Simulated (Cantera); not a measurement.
Cantera run:

```python
import numpy as np
import cantera as ct

gas_names = """
    NO H2 OH
""".split()
cond_names = """
    Cr(cr) Cr(L) Cr2N(s)
""".split()


# ... load() reads the species with a 1 bar reference pressure and builds the phases ...
species = {s.name: s for s in load("nasa_gas.yaml", gas_names) + load("nasa_condensed.yaml", cond_names)}
# Each term lists the table entries of one substance; the one whose range holds T is used.
reactions = {
    '2 NO(g) + 4 Cr + H2(g) = 2 Cr2N + 2 OH(g)':
        [(-2, ['NO']), (-4, ['Cr(cr)', 'Cr(L)']), (-1, ['H2']), (2, ['Cr2N(s)']), (2, ['OH'])],
}


def pick(names, T):
    return next(species[n] for n in names if species[n].thermo.min_temp <= T <= species[n].thermo.max_temp)


results = []
for label, terms in reactions.items():
    print(label)
    print("     T/K   dH/kJ  dS/(J/K)   dG/kJ   log10 K")
    for T in [775, 875, 975, 1075, 1175, 1275, 1375, 1475, 1575, 1675, 1775]:
        used = [(nu, pick(names, T)) for nu, names in terms]
        dH = sum(nu * s.thermo.h(T) for nu, s in used) / 1e6
        dS = sum(nu * s.thermo.s(T) for nu, s in used) / 1e3
        dG = dH - T * dS / 1e3
        logK = -dG * 1e6 / (ct.gas_constant * T * np.log(10))
        results.append((label, T, dH, dS, dG, logK, [s.name for _, s in used]))
        print(f"{T:8g} {dH:8.1f} {dS:8.1f} {dG:8.1f} {logK:8.2f}")
```

Result:

```
2 NO(g) + 4 Cr + H2(g) = 2 Cr2N + 2 OH(g)
     T/K   dH/kJ  dS/(J/K)   dG/kJ   log10 K
     775   -347.6   -135.1   -242.9    16.37
     875   -346.0   -133.1   -229.5    13.70
     975   -344.3   -131.3   -216.3    11.59
    1075   -342.6   -129.7   -203.2     9.88
    1175   -341.1   -128.3   -190.4     8.46
    1275   -339.8   -127.2   -177.6     7.27
    1375   -338.7   -126.4   -164.9     6.26
    1475   -337.8   -125.8   -152.3     5.39
    1575   -337.3   -125.4   -139.7     4.63
    1675   -337.1   -125.3   -127.2     3.97
    1775   -337.3   -125.4   -114.7     3.37
```

Source: NASA polynomial tables (part measured, part estimated), evaluated in Cantera. Condensed species are held in their standard states even where they would react or evaporate.
